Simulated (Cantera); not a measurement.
Input: 1 mol CuO, 0.93 mol CO, 0.15 mol H2, held at 1798.15 K and 10.0 mbar.

These are equilibrium values from Cantera (NASA tables, ideal gas, pure condensed phases), not measurements of a reactor. Candidate condensed phases: C, C6H6, C7H8, C8H18, Cu, CuO, Cu(OH)2, Cu2O, H2O; 113 gas species. Kinetics and transport are ignored.

Base state: CO2 0.746, H2O 0.128, CO 0.0682, Cu 0.0530, H2 0.00307, OH 0.000536, O2 0.000488, H 0.000195 (mole fractions); condensed: Cu(l).

**Question.** What changes in the equilibrium state with this change: 0.057 mol O2 added?

**Answer.** 
| species | before | after |
|---|---|---|
| CO2 | 0.746 | 0.786 |
| H2O | 0.128 | 0.127 |
| Cu | 0.0530 | 0.0530 |
| CO | 0.0682 | 0.0112 |
| O2 | 0.000488 | 0.0200 |
| H2 | 0.00307 | 0.000477 |
| CuO | 1.55e-5 | 9.94e-5 |
| O | 2.64e-5 | 0.000169 |
| Cu(l), mol | 0.939 | 0.938 |
